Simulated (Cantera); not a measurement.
C2H4 + H2 (carbon deposition, reforming and gasification)

Charge: 1 mol C2H4, 7.1 mol H2, held at 28000 Pa.

Method: chemical equilibrium by Gibbs-energy minimisation in Cantera with the NASA 1993 tables (ideal gas, pure condensed phases). Candidate condensed phases: C, C6H6, C7H8, C8H18; 76 gas species. Kinetics and transport are ignored.

From 352 °C to 502 °C nothing is condensed. From 577 °C to 1252 °C the condensed part is C(graphite). The main C-bearing gas is CH4 throughout.

```
T (°C)   x H2     x CH4       x H  x C2H2 (acetylene)  n C(graphite)
------  -----  --------  --------  ------------------  -------------
352     0.718     0.282    <1e-12              <1e-12              0
427     0.718     0.282    <1e-12              <1e-12              0
502     0.718     0.282  1.59e-12              <1e-12              0
577     0.869     0.131  3.61e-11            8.28e-12          0.943
652     0.943    0.0566  4.78e-10            1.20e-10           1.51
727     0.975    0.0254   4.23e-9             1.11e-9           1.77
802     0.988    0.0123   2.76e-8             7.43e-9           1.89
877     0.994   0.00647   1.41e-7             3.84e-8           1.94
952     0.996   0.00365   5.88e-7             1.62e-7           1.97
1027    0.998   0.00219   2.09e-6             5.75e-7           1.98
1102    0.999   0.00139   6.47e-6             1.78e-6           1.99
1177    0.999  0.000923   1.79e-5             4.87e-6           1.99
1252    0.999  0.000638   4.47e-5             1.21e-5           1.99
```
x: gas mole fraction; n: condensed amount in mol.
